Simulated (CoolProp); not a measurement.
R1233zd(E) along the isobar 1.96 MPa: fugacity coefficient from the reference equation and from simpler models built on Tc = 165.7 °C, pc = 3.583 MPa, ω = 0.304; each cubic takes its own stable root.

Computed with CoolProp (reference Helmholtz-energy equation of state, Akasaka 2022).

| T (°C) | phase | reference | van der Waals | Soave-Redlich-Kwong | Peng-Robinson |
|---|---|---|---|---|---|
| 109.95 | liquid | 0.5400 | 0.7731 | 0.5564 | 0.5409 |
| 118.35 | liquid | 0.6180 | 0.7853 | 0.6360 | 0.6183 |
| 126.65 | liquid | 0.6994 | 0.7963 | 0.7183 | 0.6985 |
| 135.05 | gas | 0.7551 | 0.8067 | 0.7665 | 0.7499 |
| 143.45 | gas | 0.7727 | 0.8163 | 0.7826 | 0.7660 |
| 151.75 | gas | 0.7883 | 0.8251 | 0.7970 | 0.7805 |
| 160.15 | gas | 0.8026 | 0.8334 | 0.8105 | 0.7940 |
| 168.45 | gas | 0.8154 | 0.8411 | 0.8227 | 0.8063 |
| 176.85 | gas | 0.8273 | 0.8484 | 0.8342 | 0.8179 |

At some of these states van der Waals gives the other phase, because its saturation line lies elsewhere.
